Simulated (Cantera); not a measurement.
# Thermodynamics of nitride etching, feed BN + O2 + N2

A closed system holds: 1 mol BN, 2.5 mol O2, 20 mol N2, at 13300 Pa.

Equilibrium computed with Cantera from the NASA thermochemical tables; the gas is ideal and each condensed phase is pure. Candidate condensed phases: B, BN, B2O3; 17 gas species. The numbers say what is thermodynamically allowed, not how fast it happens.

From 773 K to 1773 K the condensed part is B2O3(l). From 1873 K to 1973 K nothing is condensed.

```
T (K)  log p N2  log p O2  log p B2O3  log p NO  log p BO2  n B2O3(l)
-----  --------  --------  ----------  --------  ---------  ---------
773       -0.91     -1.98        <-12     -6.96       <-12      0.500
873       -0.91     -1.98        <-12     -6.25       <-12      0.500
973       -0.91     -1.98      -12.05     -5.69     -11.71      0.500
1073      -0.91     -1.98      -10.06     -5.23     -10.03      0.500
1173      -0.91     -1.98       -8.43     -4.85      -8.65      0.500
1273      -0.91     -1.98       -7.06     -4.54      -7.50      0.500
1373      -0.91     -1.98       -5.90     -4.26      -6.51      0.500
1473      -0.91     -1.98       -4.91     -4.03      -5.67      0.498
1573      -0.91     -1.98       -4.05     -3.82      -4.93      0.484
1673      -0.91     -1.99       -3.29     -3.64      -4.28      0.410
1773      -0.92     -2.00       -2.63     -3.49      -3.72     0.0856
1873      -0.92     -2.00       -2.56     -3.35      -3.47          0
1973      -0.92     -2.01       -2.57     -3.22      -3.28          0
```
log p: log10 of the partial pressure in bar; n: condensed amount in mol.
